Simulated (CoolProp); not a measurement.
Isobutene along the isobar 18.7 MPa: Z from the reference equation and from simpler models built on Tc = 144.9 °C, pc = 4.016 MPa, ω = 0.193; each cubic takes its own stable root.

Values from CoolProp's reference Helmholtz-energy equation of state, Lemmon 2005. It is a short technical equation, of lower accuracy than the large ones.

```
T (°C)          phase  reference  van der Waals  Soave-Redlich-Kwong  Peng-Robinson
------  -------------  ---------  -------------  -------------------  -------------
48.45          liquid     0.6623         0.9817               0.6994         0.6227
68.75          liquid     0.6459         0.9449               0.6828         0.6083
88.95          liquid     0.6339         0.9139               0.6717         0.5991
109.15         liquid     0.6262         0.8878               0.6658         0.5948
129.45         liquid     0.6226         0.8659               0.6649         0.5956
149.65  supercritical     0.6235         0.8480               0.6693         0.6016
169.85  supercritical     0.6290         0.8336               0.6790         0.6129
190.15  supercritical     0.6394         0.8225               0.6941         0.6297
210.35  supercritical     0.6548         0.8144               0.7141         0.6515
230.55  supercritical     0.6749         0.8092               0.7384         0.6775
250.85  supercritical     0.6994         0.8067               0.7661         0.7067
```
